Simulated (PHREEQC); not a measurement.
Consider water at 25 °C with 0.19 mol/kgw HCl, 0.00013 mol/kgw CuSO4 and 0.023 mol/kgw MgSO4. Closed to the air; pH follows from the charge balance.

All values are PHREEQC results (ion-association model, phreeqc.dat), not measurements.

This is a speciation only: nothing precipitates in the calculation.

Task: Order these Cu species by the share of Cu that they hold, largest first: CuSO4, Cu+2, CuCl2, CuCl+.

Result: Cu+2 (82 %), CuCl+ (13 %), CuSO4 (4.9 %), CuCl2 (0.62 %)

The pH is 0.87 and the ionic strength 0.240 mol/kgw. Complexes and solids missing from the database can't appear.
